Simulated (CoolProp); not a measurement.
1,2-dichloroethane at several states: fugacity coefficient from the reference equation and from simpler models built on Tc = 561.6 K, pc = 5.226 MPa, ω = 0.269; each cubic takes its own stable root.

Values from CoolProp's reference Helmholtz-energy equation of state, Thol 2015.

```csv
T (K),p (MPa),phase,reference
412.8,0.0496,gas,0.9911
382.9,9.82,liquid,0.02733
410,19.2,liquid,0.03347
```

### Question
How far does each simpler model (van der Waals, Redlich-Kwong, Peng-Robinson) lie from the reference over these 3 states: mean and median of the absolute difference, and the worst?

### Answer
- van der Waals: mean 209.8 %, median 276.8 %, worst +352.3 % at 382.9 K and 9.82 MPa
- Redlich-Kwong: mean 44.8 %, median 61.8 %, worst +72.4 % at 382.9 K and 9.82 MPa
- Peng-Robinson: mean 0.1 %, median 0.0 %, worst +0.3 % at 410 K and 19.2 MPa
